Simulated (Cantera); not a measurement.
Mixture: CH₄ : H₂ : O₂ : N₂ = 1 : 0.56 : 2.59 : 9.74 (molar parts), equivalence ratio 0.88, at 8250 Torr, adiabatic and at constant volume. Ignition delay is the time to a rise of 400 K.

Cantera simulation using GRI-Mech 3.0 (53 species, 325 reactions); the numbers are that mechanism's predictions, not measurements.

### Question
What does this change do: constant pressure in place of constant volume?

### Answer
```csv
quantity,before,after
delay at 1100 K,1.41 ms,1.52 ms
delay at 1175 K,0.403 ms,0.443 ms
delay at 1250 K,0.170 ms,0.190 ms
delay at 1325 K,90.2 µs,0.101 ms
delay at 1400 K,53.0 µs,59.4 µs
delay at 1475 K,32.7 µs,36.5 µs
apparent activation energy between 1325 and 1475 K,110 kJ/mol,110 kJ/mol
```
